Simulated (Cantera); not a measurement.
Source: NASA polynomial tables (part measured, part estimated), evaluated in Cantera. Values are per mole of reaction as written; species without (g) are pure solids or liquids, kept so even where they would boil at 1 bar.

Problem. Between 1348 and 1448 K, where is each reaction favourable under standard conditions?
- 2 Fe(OH)2 + H2O2(g) → 2 Fe(OH)3

Solution. 
- 2 Fe(OH)2 + H2O2(g) → 2 Fe(OH)3: ΔG° is -106 kJ at 1348 K and -86 kJ at 1448 K; it stays negative (K > 1). ΔH° is -367 kJ and ΔS° -194 J/K at 1448 K.
